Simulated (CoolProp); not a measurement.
Vapour-liquid equilibrium of R13 (1) + isobutane (2) at 229.1 K; x and y are mole fractions of (1).

Model: multi-fluid Helmholtz-energy mixture model, Platzer 1990 and Bücker 2006; pair parameters Bell 2016, in CoolProp. This equation is an older, rougher fit; its heat capacities, sound speeds and derivatives of the liquid may be far off and weren't checked against measurements.

```
x     bubble pressure, mixture model (MPa)  bubble pressure, Raoult's law (MPa)  y, mixture model  y, Raoult's law
----  ------------------------------------  -----------------------------------  ----------------  ---------------
0.05                               0.06838                              0.04820             0.669            0.542
0.15                                0.1453                              0.09810             0.853            0.799
0.25                                0.2073                               0.1480             0.903            0.882
0.35                                0.2579                               0.1979             0.928            0.924
0.45                                0.3007                               0.2478             0.943            0.948
0.55                                0.3387                               0.2977             0.954            0.965
0.65                                0.3747                               0.3476             0.964            0.977
0.75                                0.4115                               0.3975             0.973            0.985
0.85                                0.4513                               0.4474             0.983            0.992
0.95                                0.4967                               0.4973             0.994            0.998
```

The largest gap from Raoult's law is +48.1 % in bubble pressure, at x = 0.15. No azeotrope shows between x = 0.05 and 0.95.

The pair parameters rest on a limited set of measurements; away from them the model extrapolates.
